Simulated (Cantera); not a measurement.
**Iron carbonyl, mercury and lead vapours: HgO + O2 + N2 + H2**

Input: 1 mol HgO, 0.66 mol O2, 0.47 mol N2, a varied amount of H2, held at 1348.15 K and 100 Torr.

Method: chemical equilibrium by Gibbs-energy minimisation in Cantera with the NASA 1993 tables (ideal gas, pure condensed phases). Candidate condensed phases: H2O, Hg, HgO; 25 gas species. Kinetics and transport are ignored.

```csv
n(H2) (mol),x H2O,x H2,x Hg,x O2,x N2
0.43,0.151,1.42e-7,0.351,0.332,0.165
0.97,0.311,3.63e-7,0.321,0.217,0.151
1.5,0.444,6.91e-7,0.296,0.121,0.139
2.1,0.571,1.79e-6,0.272,0.0298,0.128
2.6,0.570,0.0688,0.246,2.02e-11,0.115
3.1,0.508,0.171,0.219,2.60e-12,0.103
3.7,0.449,0.267,0.193,<1e-12,0.0909
4.2,0.409,0.332,0.176,<1e-12,0.0829
4.8,0.370,0.396,0.159,<1e-12,0.0750
5.3,0.343,0.440,0.148,<1e-12,0.0694
5.8,0.319,0.479,0.138,<1e-12,0.0646
6.4,0.295,0.518,0.127,<1e-12,0.0597
```
x: gas mole fraction; nothing condenses.

From 0.43 mol H2 to 6.4 mol H2 nothing is condensed. The main Hg-bearing gas is Hg throughout.
